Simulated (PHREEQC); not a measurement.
1 kg of water holding 0.0051 mol CaCl2, 0.069 mol MgCl2, 0.082 mol SrCl2, 0.03 mol KCl and 0.44 mol NaCl is evaporated at 25 °C; the solids stay in contact with the brine. No CO2 enters from the air. The run lets Bischofite, Brucite, Carnallite, Halite, Portlandite, Sylvite, MgCl2_4H2O precipitate or redissolve, and no other solid.

The series has 19 steps of water left (kg), from 1 to 0.02799.

Computed with PHREEQC (Pitzer model, pitzer.dat).

Task: Which solids form, in which order, and at which step of the series does each first stand?

Result: Halite from water left = 0.1156 kg; Sylvite from water left = 0.04335 kg; Carnallite from water left = 0.02799 kg.
